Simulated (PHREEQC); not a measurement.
## Acid mine or pickling water (model solution)

Synthetic water in mmol/kgw, 40 °C, pH 2.77, pe 8.5: Na 4.1; K 13; Ca 16; Mg 0.171; Cl 13.9; S(6) 19.3; Cu(2) 0.153; Zn 0.0659.

Valence states are taken as typed.

Computed with PHREEQC (ion-association model, wateq4f.dat).

| Property | Result |
|---|---|
| ionic strength | 0.0627 mol/kgw |
| total alkalinity | -3.55 meq/kg |
| charge-balance error | 1.2 % |

| species | molality | activity | log γ |
|---|---|---|---|
| Cl- | 0.0139 | 0.0110 | -0.101 |
| K+ | 0.0124 | 0.00988 | -0.101 |
| SO4-2 | 0.0118 | 0.00497 | -0.374 |
| Ca+2 | 0.0107 | 0.00466 | -0.361 |
| CaSO4 | 0.00521 | 0.00529 | 0.006 |
| Na+ | 0.00399 | 0.00322 | -0.094 |
| H+ | 0.00202 | 0.00170 | -0.075 |
| HSO4- | 0.00145 | 0.00116 | -0.096 |
| KSO4- | 0.000545 | 0.000443 | -0.091 |
| NaSO4- | 0.000108 | 8.78e-5 | -0.091 |
| Cu+2 | 0.000100 | 4.47e-5 | -0.351 |
| Mg+2 | 9.80e-5 | 4.40e-5 | -0.348 |
| CaHSO4+ | 8.10e-5 | 6.51e-5 | -0.095 |

Precipitation was switched off in this run. Away from 25 °C the constants follow the database's enthalpies or fits; those with neither stay at their 25 °C values.
